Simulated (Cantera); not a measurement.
Input: 1 mol PbO, 520 mol H₂, 0.67 mol N₂, equilibrated at 1973 K and 1.33 mbar.

These are equilibrium values from Cantera (NASA tables, ideal gas, pure condensed phases), not measurements of a reactor. Candidate condensed phases: H₂O, Pb, PbO, PbO₂, Pb₃O₄; 27 gas species. Kinetics and transport are ignored.

Base state: H₂ 0.959, H 0.0362, Pb 0.00188, H₂O 0.00188, N₂ 0.00126 (mole fractions); condensed: gas only.

### Question
What changes in the equilibrium state with this change: temperature from 1973 K to 1223 K?

### Answer
```csv
species,before,after
H₂,0.959,0.995
H₂O,0.00188,0.00192
Pb,0.00188,0.00192
H,0.0362,8.21e-6
N₂,0.00126,0.00128
```

### Question
What changes in the equilibrium state with this change: pressure from 1.33 mbar to 0.100 bar?

### Answer
```tsv
species	before	after
H₂	0.959	0.991
H	0.0362	0.00425
Pb	0.00188	0.00191
H₂O	0.00188	0.00191
N₂	0.00126	0.00128
```
